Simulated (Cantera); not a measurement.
Thermodynamics of carbothermic reduction, feed MgO + CH4 + CO

Input: 1 mol MgO, 2.4 mol CH4, 0.015 mol CO, equilibrated at 3600 Pa.

Cantera equilibrium calculation (NASA polynomials, part measured and part estimated; ideal gas, pure solids and liquids). Candidate condensed phases: C, C6H6, C7H8, C8H18, H2O, Mg, MgCO3, MgO, Mg(OH)2; 116 gas species. The tables' values for MgH are old estimates; treat these amounts as uncertain. Kinetics and transport are ignored.

```
T (K)  log p H2  log p CO  log p Mg  log p H  log p C2H2 (acetylene)  log p MgH  log p C2H  n C(graphite)
-----  --------  --------  --------  -------  ----------------------  ---------  ---------  -------------
1975      -1.60     -2.27     -2.28    -3.66                   -4.79      -4.89      -8.62           1.39
2050      -1.60     -2.27     -2.28    -3.45                   -4.58      -4.88      -8.07           1.39
2125      -1.61     -2.27     -2.28    -3.24                   -4.38      -4.86      -7.57           1.38
2200      -1.61     -2.28     -2.28    -3.05                   -4.20      -4.85      -7.11           1.38
2275      -1.62     -2.28     -2.29    -2.88                   -4.04      -4.84      -6.67           1.36
2350      -1.63     -2.28     -2.29    -2.72                   -3.89      -4.83      -6.27           1.35
2425      -1.64     -2.29     -2.29    -2.57                   -3.75      -4.83      -5.89           1.33
2500      -1.66     -2.29     -2.30    -2.43                   -3.62      -4.83      -5.54           1.30
2575      -1.68     -2.30     -2.31    -2.30                   -3.51      -4.84      -5.21           1.27
```
log p: log10 of the partial pressure in bar; n: condensed amount in mol.

From 1975 K to 2575 K the condensed part is C(graphite). The main Mg-bearing gas is Mg throughout.
